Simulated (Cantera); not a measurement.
Source: NASA polynomial tables (part measured, part estimated), evaluated in Cantera. Values are per mole of reaction as written; species without (g) are pure solids or liquids, kept so even where they would boil at 1 bar.

P4(g) + 4 NH3(g) = 4 PH3(g) + 4 N(g)

```json
[
 {"T (K)": "300", "ΔH° (kJ)": "2037.3", "ΔS° (J/K)": "403.4", "ΔG° (kJ)": "1916.3", "log10 K": "-333.64"},
 {"T (K)": "2675", "ΔH° (kJ)": "[?]", "ΔS° (J/K)": "[?]", "ΔG° (kJ)": "[?]", "log10 K": "[?]"},
 {"T (K)": "2725", "ΔH° (kJ)": "[?]", "ΔS° (J/K)": "[?]", "ΔG° (kJ)": "[?]", "log10 K": "[?]"},
 {"T (K)": "2775", "ΔH° (kJ)": "2095.8", "ΔS° (J/K)": "460.3", "ΔG° (kJ)": "818.4", "log10 K": "-15.40"},
 {"T (K)": "2825", "ΔH° (kJ)": "2096.2", "ΔS° (J/K)": "460.5", "ΔG° (kJ)": "795.4", "log10 K": "-14.71"},
 {"T (K)": "2875", "ΔH° (kJ)": "2096.6", "ΔS° (J/K)": "460.6", "ΔG° (kJ)": "772.3", "log10 K": "-14.03"},
 {"T (K)": "2925", "ΔH° (kJ)": "[?]", "ΔS° (J/K)": "[?]", "ΔG° (kJ)": "[?]", "log10 K": "[?]"}
]
```

**Question.** Complete the blanks.

**Answer.** 
- 2675, ΔH° (kJ): 2094.9
- 2675, ΔS° (J/K): 460.0
- 2675, ΔG° (kJ): 864.4
- 2675, log10 K: -16.88
- 2725, ΔH° (kJ): 2095.3
- 2725, ΔS° (J/K): 460.2
- 2725, ΔG° (kJ): 841.4
- 2725, log10 K: -16.13
- 2925, ΔH° (kJ): 2096.9
- 2925, ΔS° (J/K): 460.7
- 2925, ΔG° (kJ): 749.3
- 2925, log10 K: -13.38
